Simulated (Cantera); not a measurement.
A freely propagating, adiabatic, planar premixed flame of 5.51 % CH4, 3.64 % C2H6, 0.187 % C3H8, 19.0 % O2, 71.6 % N2, equivalence ratio 1.3, unburnt at 323 K and 5.00 bar; unity-Lewis-number transport, grid criteria slope 0.08 and curve 0.16, no radiation.

Computed with Cantera and GRI-Mech 3.0 (53 species, 325 reactions). Unity Lewis numbers drop preferential diffusion, which matters most where H2 and H carry the flame. Burning velocities carry a grid error of a few per cent, more on coarse grids.

**Question.** Predict: laminar burning velocity; thermal thickness; peak x(H); peak x(CH2CO).

**Answer.** 
| Item | Result |
|---|---|
| laminar burning velocity | 14.1 cm/s |
| thermal thickness | 0.205 mm |
| peak x(H) | 0.00266 |
| peak x(CH2CO) | 0.000721 |
